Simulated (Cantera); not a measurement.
Feed: 1 mol H2S, 4.5 mol O2, equilibrated at 3000 K and 4700 Pa.

Method: chemical equilibrium by Gibbs-energy minimisation in Cantera with the NASA 1993 tables (ideal gas, pure condensed phases). Candidate condensed phases: H2O, H2SO4, S; 19 gas species. Kinetics and transport are ignored.

Base state: O2 0.325, O 0.298, SO2 0.0930, H 0.0907, OH 0.0831, SO 0.0470, H2O 0.0427, H2 0.0155 (mole fractions); condensed: gas only.

Problem. What changes in the equilibrium state with this change: temperature from 3000 K to 2848 K?

Solution. 
```tsv
species	before	after
O2	0.325	0.411
O	0.298	0.193
SO2	0.0930	0.131
H2O	0.0427	0.0790
H	0.0907	0.0543
SO	0.0470	0.0309
H2	0.0155	0.0149
OH	0.0831	0.0847
S2	1.81e-5	4.78e-6
S	0.00496	0.00160
SH	0.000165	7.10e-5
SO3	1.03e-5	1.97e-5
HO2	1.79e-5	2.17e-5
```
